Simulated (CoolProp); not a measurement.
Isobutane at 298.15 K and 0.218 MPa flows at 16 m/s in a round tube of 50 mm bore and 1.5 µm roughness, fully developed (64/Re and Nu = 3.66 if laminar; Colebrook and Gnielinski if turbulent). Each further row changes one setting.

Model: reference Helmholtz-energy equation of state, Bücker 2006, in CoolProp.

| case | Reynolds number | Darcy friction factor | pressure drop (Pa/m) | heat-transfer coefficient (W/(m² K)) | mass flow (kg/h) |
|---|---|---|---|---|---|
| as stated | 580000 | [?] | 185 | [?] | 614 |
| velocity 32 m/s | 1160000 | 0.0120 | [?] | 492 | 1230 |
| diameter 100 mm | 1160000 | 0.0117 | 81.5 | 239 | 2460 |

Complete the blanks.


- as stated, Darcy friction factor: 0.0133
- as stated, heat-transfer coefficient (W/(m² K)): 272
- velocity 32 m/s, pressure drop (Pa/m): 670

Viscosity comes from a separate model (Vogel 2000). Thermal conductivity comes from a separate model (Perkins 2002).
